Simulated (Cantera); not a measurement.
## Catalytic stagnation flow on Pt

A jet of CH4 : O2 : N2 = 0.026 : 0.12 : 0.79 (molar parts) at 300 K and 97.5 Torr hits a platinum plate 2.6 cm away at a mass flux of 0.044 kg/m²/s; the plate temperature is set and raised in steps from an oxygen-covered start.

Computed with Cantera and Deutschmann's 1995 Pt surface mechanism with GRI-Mech 3.0 gas chemistry. Catalytic surfaces can have several steady states; this one follows from the mechanism file's or the stated starting coverage.

```tsv
plate T (K)	wall x CH4	wall x O2	wall x H2O	wall x OH	wall x CO	wall x CO2	θ free Pt	θ O*	θ OH*
900	0.0186	0.109	0.0171	2.41e-8	6.76e-6	0.0112	0.184	0.815	0.00122
950	0.0141	0.0990	0.0255	7.65e-8	7.10e-6	0.0168	0.250	0.748	0.00135
1000	0.0105	0.0914	0.0321	2.11e-7	7.14e-6	0.0212	0.320	0.679	0.00136
1050	0.00789	0.0859	0.0368	5.14e-7	7.16e-6	0.0243	0.389	0.609	0.00129
1100	0.00612	0.0822	0.0400	1.13e-6	7.30e-6	0.0264	0.457	0.541	0.00118
1150	0.00490	0.0797	0.0421	2.27e-6	7.62e-6	0.0278	0.522	0.477	0.00105
1200	0.00404	0.0780	0.0435	4.26e-6	8.16e-6	0.0288	0.583	0.416	0.000928
1250	0.00341	0.0769	0.0445	7.51e-6	9.00e-6	0.0294	0.640	0.359	0.000810
```
x: mole fraction at the wall; θ: surface coverage.
